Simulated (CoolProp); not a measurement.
Properties of n-octane along the isotherm 272.55 °C.

Values from CoolProp's reference Helmholtz-energy equation of state, Beckmüller 2019.

| p (MPa) | phase | Joule-Thomson coefficient (K/MPa) | isothermal compressibility (1/MPa) |
|---|---|---|---|
| 0.828 | gas | 11.45 | 1.461 |
| 1.66 | gas | 20.03 | 1.252 |
| 2.48 | liquid | 1.484 | 0.05070 |
| 3.31 | liquid | 0.9926 | 0.03419 |
| 4.14 | liquid | 0.7285 | 0.02623 |
| 4.97 | liquid | 0.5585 | 0.02144 |
| 5.8 | liquid | 0.4379 | 0.01823 |
| 6.62 | liquid | 0.3479 | 0.01592 |
| 7.45 | liquid | 0.2762 | 0.01415 |
| 8.28 | liquid | 0.2181 | 0.01275 |
| 9.11 | liquid | 0.1698 | 0.01162 |
| 9.93 | liquid | 0.1295 | 0.01069 |
| 10.8 | liquid | 0.09287 | 0.009868 |
| 11.6 | liquid | 0.06361 | 0.009220 |
| 12.4 | liquid | 0.03778 | 0.008656 |
